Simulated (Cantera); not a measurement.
Cantera run:

```python
import numpy as np
import cantera as ct

gas_names = [...]  # 123 gases of nasa_gas.yaml made of C, H, O, Si
cond_names = """
    C(gr) C6H6(L) C7H8(L) C8H18(L),n-octa H2O(s) H2O(L) Si(cr) Si(L) SiC(b) SiO2(Lqz) SiO2(hqz) SiO2(L)
""".split()


# ... load() reads the species with a 1 bar reference pressure and builds the phases ...
atoms = {
    'SiC': {'Si': 1, 'C': 1},
    'O2': {'O': 2},
    'H2': {'H': 2},
}
top_T = {'C(gr)': 4500, 'SiC(b)': 3050}  # K; cautious upper limits of use, not melting points


# ... equilibrate(T, P, feed) seeds the gas with the atoms and calls Mixture.equilibrate('TP', solver="vcs", rtol=1e-11, max_steps=5000) ...
results = []
feed = {'SiC': 1, 'O2': 2, 'H2': 66}  # mol
T = 1598  # K
P = 45  # Pa
mix = equilibrate(T, P, feed)
results.append((T, P, feed, dict(zip(mix.species_names, mix.species_moles))))
print(gas.report(threshold=0.0001))
for i in range(1, mix.n_phases):
    print(f"{mix.phase(i).name:16s} {mix.phase_moles(i):12.5e} mol")
```

Output:

```
       temperature   1598 K
          pressure   45 Pa
           density   9.5124e-06 kg/m^3
  mean mol. weight   2.8086 kg/kmol
   phase of matter   gas

                          1 kg             1 kmol
                     ---------------   ---------------
          enthalpy        1.2134e+07        3.4079e+07  J
   internal energy        7.4032e+06        2.0792e+07  J
           entropy             88739        2.4923e+05  J/K
    Gibbs function       -1.2967e+08       -3.6419e+08  J
 heat capacity c_p             11766             33045  J/K
 heat capacity c_v            8805.5             24731  J/K

                      mass frac. Y      mole frac. X     chem. pot. / RT
                     ---------------   ---------------   ---------------
                CO           0.14732          0.014772           -47.203
                 H        0.00088329         0.0024611           -13.267
                H2           0.69054           0.96202           -26.534
               H2O           0.11362          0.017714           -56.471
               SiO          0.046199         0.0029433           -49.963
     [ +118 minor]         0.0014347        9.2616e-05

C(gr)             0.00000e+00 mol
Si(cr)            0.00000e+00 mol
SiC(b)            0.00000e+00 mol
SiO2(hqz)         8.01964e-01 mol
```

These are equilibrium values from Cantera (NASA tables, ideal gas, pure condensed phases), not measurements of a reactor. The tables hold silica as quartz up to 1696 K and as liquid above; real silica turns to tridymite and cristobalite and melts near 1996 K.
